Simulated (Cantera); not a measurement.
What does this Cantera script print?

```python
import numpy as np
import cantera as ct

gas_names = """
    CL CL2 H HCL H2 Si SiCL SiCL2 SiCL3 SiCL4 SiH SiHCL3 SiH2 SiH2CL2 SiH3 SiH3CL SiH4 Si2 Si3
""".split()
cond_names = """
    Si(cr) Si(L)
""".split()


# ... load() reads the species with a 1 bar reference pressure and builds the phases ...
atoms = {
    'Si': {'Si': 1},
    'Cl2': {'CL': 2},
    'H2': {'H': 2},
}
top_T = {}  # K; cautious upper limits of use, not melting points


# ... equilibrate(T, P, feed) seeds the gas with the atoms and calls Mixture.equilibrate('TP', solver="vcs", rtol=1e-11, max_steps=5000) ...
results = []
T = 1173.15  # K
P = 2900  # Pa
for m in [1.2, 1.5, 1.8, 2.2, 2.8, 3.4, 4.2, 5.2, 6.4]:
    feed = {'Si': 1, 'Cl2': m, 'H2': 66}  # mol
    mix = equilibrate(T, P, feed)
    results.append((T, P, feed, dict(zip(mix.species_names, mix.species_moles))))

top = {s: max(r[3][s] / sum(r[3][g] for g in gas_names) for r in results) for s in gas_names}
cols = sorted((s for s in top if top[s] > 0.0001), key=lambda s: -top[s])[:5]
seen = [c for c in cond_names if any(r[3].get(c, 0) > 1e-12 for r in results)]
print("log10 of partial pressures in bar; condensed amounts in mol")
print(f"{'n(Cl2)':>10s}" + "".join(f"{s[:9]:>10s}" for s in cols + seen))
for T, P, feed, n in results:
    ng = sum(n[g] for g in gas_names)
    print(f"{feed['Cl2']:10.4g}" + "".join(f"{np.log10(max(n[s] / ng * P / 1e5, 1e-99)):10.3f}" for s in cols)
          + "".join(f"{n.get(c, 0):10.4g}" for c in seen))
```

Output:

```
log10 of partial pressures in bar; condensed amounts in mol
    n(Cl2)        H2       HCL     SiCL4     SiCL2    SiHCL3    Si(cr)
       1.2    -1.551    -3.098    -4.787    -4.288    -4.872    0.7872
       1.5    -1.554    -3.034    -4.527    -4.158    -4.679    0.6829
       1.8    -1.556    -2.987    -4.332    -4.060    -4.533    0.5675
       2.2    -1.559    -2.939    -4.133    -3.961    -4.386    0.4017
       2.8    -1.563    -2.886    -3.916    -3.852    -4.225    0.1355
       3.4    -1.568    -2.804    -3.771    -3.877    -4.167         0
       4.2    -1.578    -2.672    -3.663    -4.044    -4.201         0
       5.2    -1.589    -2.545    -3.588    -4.233    -4.264         0
       6.4    -1.604    -2.429    -3.539    -4.430    -4.346         0
```

Cantera equilibrium calculation (NASA polynomials, part measured and part estimated; ideal gas, pure solids and liquids). The tables' values for SiCl3 are old estimates; treat these amounts as uncertain.
